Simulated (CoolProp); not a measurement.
Cyclohexane along the isotherm 429.7 K: fugacity coefficient from the reference equation and from simpler models built on Tc = 553.6 K, pc = 4.081 MPa, ω = 0.209; each cubic takes its own stable root.

Model: reference Helmholtz-energy equation of state, Zhou 2014, in CoolProp.

| p (MPa) | phase | reference |
|---|---|---|
| 0.383 | gas | 0.9284 |
| 0.765 | liquid | 0.7290 |
| 1.15 | liquid | 0.4919 |
| 1.53 | liquid | 0.3750 |
| 1.91 | liquid | 0.3046 |
| 2.3 | liquid | 0.2566 |
| 2.68 | liquid | 0.2233 |
| 3.06 | liquid | 0.1983 |
| 3.44 | liquid | 0.1789 |
| 3.83 | liquid | 0.1630 |
| 4.21 | liquid | 0.1503 |
| 4.59 | liquid | 0.1398 |
| 4.97 | liquid | 0.1309 |
| 5.36 | liquid | 0.1231 |
| 5.74 | liquid | 0.1166 |
| 6.12 | liquid | 0.1109 |

Q: How far does each simpler model (van der Waals, Redlich-Kwong, Soave-Redlich-Kwong, Peng-Robinson) lie from the reference over these 16 states: mean and median of the absolute difference, and the worst?

A: 
- van der Waals: mean 92.2 %, median 103.5 %, worst +115.6 % at 429.7 K and 6.12 MPa
- Redlich-Kwong: mean 24.3 %, median 26.1 %, worst +27.5 % at 429.7 K and 6.12 MPa
- Soave-Redlich-Kwong: mean 1.8 %, median 1.8 %, worst +2.6 % at 429.7 K and 6.12 MPa
- Peng-Robinson: mean 1.1 %, median 1.1 %, worst -1.6 % at 429.7 K and 6.12 MPa

At some of these states van der Waals, Redlich-Kwong gives the other phase, because its saturation line lies elsewhere.
